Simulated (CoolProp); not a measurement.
A simple Rankine cycle with ethanol: condensing at 295.15 K, boiler at 0.178 MPa, turbine inlet 368.5 K, turbine efficiency 0.75, pump efficiency 0.7, no recuperator. Each further row changes one setting.

Values from CoolProp's reference Helmholtz-energy equation of state, Schroeder 2014.

| case | thermal efficiency (%) | net work (kJ/kg) | heat in (kJ/kg) | turbine exit temperature (K) | volume ratio over the turbine |
|---|---|---|---|---|---|
| as stated | 13.4 | 137 | 1020 | 295.1 | 21.5 |
| turbine inlet 388.5 K | 13.5 | 143 | … | 295.1 | 20.9 |
| condensing temperature 287.15 K | 14.8 | 154 | 1040 | 287.2 | 33.9 |
| boiler pressure 0.125 MPa | 12.1 | 124 | 1030 | 295.1 | … |
| turbine efficiency 0.65 | … | 118 | 1020 | 295.1 | 22.0 |

### Question
Some entries are withheld; supply them.

### Answer

- turbine inlet 388.5 K, heat in (kJ/kg): 1060
- boiler pressure 0.125 MPa, volume ratio over the turbine: 15.2
- turbine efficiency 0.65, thermal efficiency (%): 11.6

The expansion ends wet for: as stated; turbine inlet 388.5 K; condensing temperature 287.15 K; boiler pressure 0.125 MPa; turbine efficiency 0.65.
